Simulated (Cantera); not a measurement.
A closed system holds: 1 mol C3H6, 0.041 mol O2, 2.4 mol N2, held at 1223.15 K and 4.50 bar.

Cantera equilibrium calculation (NASA polynomials, part measured and part estimated; ideal gas, pure solids and liquids). The numbers say what is thermodynamically allowed, not how fast it happens.

```json
[
 {"species": "H2", "before": "0.523", "after": "0.528"},
 {"species": "N2", "before": "0.445", "after": "0.449"},
 {"species": "CH4", "before": "0.0164", "after": "0.0167"},
 {"species": "CO", "before": "0.0145", "after": "0.00536"},
 {"species": "CO2", "before": "1.30e-5", "after": "1.78e-6"},
 {"species": "H2O", "before": "0.000685", "after": "0.000255"},
 {"species": "NH3", "before": "0.000195", "after": "0.000199"},
 {"species": "HCN", "before": "4.62e-5", "after": "4.67e-5"},
 {"species": "C(graphite), mol", "before": "2.83", "after": "2.88"}
]
```
Gas species are given as mole fractions.

Task: What was changed between the two runs?
A) O2 from 0.041 to 0.015 mol
B) N2 from 2.4 to 0.99 mol
C) N2 from 2.4 to 0.19 mol
D) temperature from 1223.15 K to 2875 K

Result: A, O2 from 0.041 to 0.015 mol
